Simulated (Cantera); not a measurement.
What does this Cantera script print?

```python
import numpy as np
import cantera as ct

gas_names = """
    Fe FeO Fe(OH)2 H HNO HNO2 HNO3 HO2 H2 H2O H2O2 N NH NH2 NH3 NH2OH NO NO2 NO3 N2 N2H2 N2H4 N2O O OH
    O2 O3
""".split()
cond_names = """
    Fe(a) Fe(c) Fe(d) Fe(L) FeO(s) FeO(L) Fe(OH)2(s) Fe(OH)3(s) Fe2O3(s) Fe3O4(s) H2O(s) H2O(L)
""".split()


# ... load() reads the species with a 1 bar reference pressure and builds the phases ...
atoms = {
    'Fe2O3': {'Fe': 2, 'O': 3},
    'H2': {'H': 2},
    'N2': {'N': 2},
}
top_T = {'Fe2O3(s)': 1830, 'Fe3O4(s)': 1870}  # K; cautious upper limits of use, not melting points


# ... equilibrate(T, P, feed) seeds the gas with the atoms and calls Mixture.equilibrate('TP', solver="vcs", rtol=1e-11, max_steps=5000) ...
results = []
feed = {'Fe2O3': 1, 'H2': 160, 'N2': 2.5}  # mol
P = 2700  # Pa
for T in [1450, 1500, 1550, 1600, 1650, 1700, 1750, 1800, 1850, 1900, 1950, 2000, 2050, 2100]:
    mix = equilibrate(T, P, feed)
    results.append((T, P, feed, dict(zip(mix.species_names, mix.species_moles))))

top = {s: max(r[3][s] / sum(r[3][g] for g in gas_names) for r in results) for s in gas_names}
cols = sorted((s for s in top if top[s] > 1e-06), key=lambda s: -top[s])[:9]
seen = [c for c in cond_names if any(r[3].get(c, 0) > 1e-12 for r in results)]
print("log10 of partial pressures in bar; condensed amounts in mol")
print(f"{'T/K':>10s}" + "".join(f"{s[:9]:>10s}" for s in cols + seen))
for T, P, feed, n in results:
    ng = sum(n[g] for g in gas_names)
    print(f"{T:10.4g}" + "".join(f"{np.log10(max(n[s] / ng * P / 1e5, 1e-99)):10.3f}" for s in cols)
          + "".join(f"{n.get(c, 0):10.4g}" for c in seen))
```

Output:

```
log10 of partial pressures in bar; condensed amounts in mol
       T/K        H2       H2O         H        N2        Fe        OH       FeO     Fe(c)     Fe(d)     Fe(L)
      1450    -1.584    -3.302    -5.816    -3.382    -7.302    -9.155   -11.517         2         0         0
      1500    -1.584    -3.302    -5.546    -3.382    -6.824    -8.809   -10.942     1.999         0         0
      1550    -1.584    -3.302    -5.294    -3.382    -6.378    -8.486   -10.405     1.997         0         0
      1600    -1.584    -3.302    -5.057    -3.382    -5.960    -8.182    -9.903     1.993         0         0
      1650    -1.584    -3.303    -4.834    -3.382    -5.568    -7.897    -9.432     1.984         0         0
      1700    -1.584    -3.303    -4.624    -3.382    -5.201    -7.629    -8.989         0     1.962         0
      1750    -1.584    -3.303    -4.426    -3.382    -4.856    -7.376    -8.574         0     1.916         0
      1800    -1.585    -3.303    -4.239    -3.382    -4.531    -7.137    -8.182         0     1.822         0
      1850    -1.586    -3.304    -4.062    -3.383    -4.233    -6.911    -7.820         0         0     1.646
      1900    -1.587    -3.305    -3.894    -3.384    -3.953    -6.698    -7.481         0         0     1.325
      1950    -1.590    -3.308    -3.736    -3.386    -3.689    -6.495    -7.160         0         0    0.7529
      2000    -1.593    -3.310    -3.585    -3.389    -3.486    -6.303    -6.903         0         0         0
      2050    -1.595    -3.311    -3.442    -3.390    -3.487    -6.120    -6.853         0         0         0
      2100    -1.597    -3.313    -3.305    -3.391    -3.488    -5.945    -6.805         0         0         0
```

Method: chemical equilibrium by Gibbs-energy minimisation in Cantera with the NASA 1993 tables (ideal gas, pure condensed phases).
